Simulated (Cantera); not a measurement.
# Low-pressure radical oxidation in H2/O2

An isothermal, constant-pressure homogeneous reactor starts with H₂ : O₂ = 0.0061 : 1 (molar parts), at 1100 K and 10.00 Torr.

Cantera simulation using the H2/O2 subset of GRI-Mech 3.0, which has no nitrogen chemistry; the numbers are that mechanism's predictions, not measurements. Radical loss at walls, strong at low pressure, is not modelled.

| t (s) | x H₂ | x O₂ | x HO₂ | x O | x H₂O | x H | x OH |
|---|---|---|---|---|---|---|---|
| 6.00e-5 | 0.00606 | 0.994 | 4.21e-11 | 1.39e-11 | <1e-12 | 2.85e-11 | 1.36e-11 |
| 0.000203 | 0.00606 | 0.994 | 1.43e-10 | 1.00e-10 | 1.18e-11 | 5.32e-11 | 9.37e-11 |
| 0.000687 | 0.00606 | 0.994 | 4.85e-10 | 5.93e-10 | 2.19e-10 | 1.04e-10 | 4.79e-10 |
| 0.00233 | 0.00606 | 0.994 | 1.67e-9 | 5.76e-9 | 4.71e-9 | 5.48e-10 | 3.80e-9 |
| 0.00787 | 0.00606 | 0.994 | 1.21e-8 | 9.46e-7 | 1.03e-6 | 7.94e-8 | 5.90e-7 |
| 0.0266 | 0.000130 | 0.989 | 1.25e-6 | 0.00463 | 0.00552 | 0.000297 | 0.000531 |
| 0.0901 | 1.25e-5 | 0.990 | 7.62e-7 | 0.00348 | 0.00585 | 0.000119 | 0.000287 |
| 0.305 | 5.23e-6 | 0.992 | 4.99e-7 | 0.00145 | 0.00596 | 3.22e-5 | 0.000187 |
| 1.03 | 1.06e-6 | 0.994 | 2.11e-7 | 0.000299 | 0.00604 | 3.01e-6 | 8.50e-5 |
| 3.49 | 1.35e-7 | 0.994 | 5.69e-8 | 3.92e-5 | 0.00607 | 1.43e-7 | 3.09e-5 |
| 11.8 | 1.68e-8 | 0.994 | 1.15e-8 | 4.97e-6 | 0.00608 | 6.50e-9 | 1.10e-5 |
| 40.0 | 2.59e-9 | 0.994 | 2.38e-9 | 7.82e-7 | 0.00608 | 4.06e-10 | 4.39e-6 |
x: mole fraction; the columns are a selection and need not sum to one.

Equilibrium at this temperature and pressure: H₂ 7.01e-11, O₂ 0.994, HO₂ 1.07e-9, O 2.17e-8, H₂O 0.00608, H 1.89e-12, OH 7.30e-7 (gas phase only).
